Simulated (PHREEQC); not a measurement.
Dissolve 1.7 mmol/kgw HF, 0.083 mmol/kgw CsF and 0.00054 mmol/kgw H4SiO4 at 20 °C. Closed to the air; pH follows from the charge balance.

Computed with PHREEQC (ion-association model, wateq4f.dat).

| Quantity | Result |
|---|---|
| pH | 3.11 |
| ionic strength | 0.000879 mol/kgw |
| total alkalinity | -1.70 meq/kg |

```
species  molality  activity   log γ
-------  --------  --------  ------
HF       0.000896  0.000896   0.000
F-       0.000876  0.000847  -0.015
H+       0.000796  0.000771  -0.014
Cs+       8.30e-5   8.03e-5  -0.014
HF2-      2.89e-6   2.79e-6  -0.015
H2F2      2.50e-6   2.50e-6   0.000
H4SiO4    3.97e-7   3.97e-7   0.000
SiF6-2    1.43e-7   1.25e-7  -0.057
```

This is a speciation only: nothing precipitates in the calculation. Species that the database lacks are ignored. SiF6-2 is the database's only silicon fluoride.
